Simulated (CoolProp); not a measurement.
Values from CoolProp's reference Helmholtz-energy equation of state, Thol 2017.

Problem. For octamethyltrisiloxane (MDM), give the phase and the Z, cv (kJ/(kg K)) at 234.8 K and 0.101 MPa; 249.7 K and 0.101 MPa.

Solution. 
- 234.8 K and 0.101 MPa: liquid; Z 0.0139, cv 1.36
- 249.7 K and 0.101 MPa: liquid; Z 0.0133, cv 1.38
